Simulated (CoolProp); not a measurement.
Properties of nitrogen along the isotherm 148.4 K.

Values from CoolProp's reference Helmholtz-energy equation of state, Span 2000.

| p (MPa) | phase | density (kg/m³) | speed of sound (m/s) | expansivity (1/kK) | viscosity (µPa s) | Prandtl number |
|---|---|---|---|---|---|---|
| 2.12 | gas | 55.66 | 234.3 | 10.59 | 10.9 | 0.895 |
| 4.24 | supercritical | 136.1 | 223.9 | 19.43 | 12.7 | 1.20 |
| 6.37 | supercritical | 262.6 | 235.4 | 33.91 | 17.2 | 1.81 |
| 8.49 | supercritical | 381.4 | 293.4 | 25.62 | 24.4 | 1.82 |
| 10.6 | supercritical | 447.5 | 355.7 | 17.09 | 30.5 | 1.63 |
| 12.7 | supercritical | 488.7 | 407.2 | 12.92 | 35.1 | 1.50 |
| 14.9 | supercritical | 519.5 | 452.4 | 10.47 | 39.1 | 1.42 |
| 17 | supercritical | 542.5 | 489.5 | 8.988 | 42.4 | 1.37 |

Viscosity comes from a separate model (Lemmon 2004). Thermal conductivity comes from a separate model (Lemmon 2004).
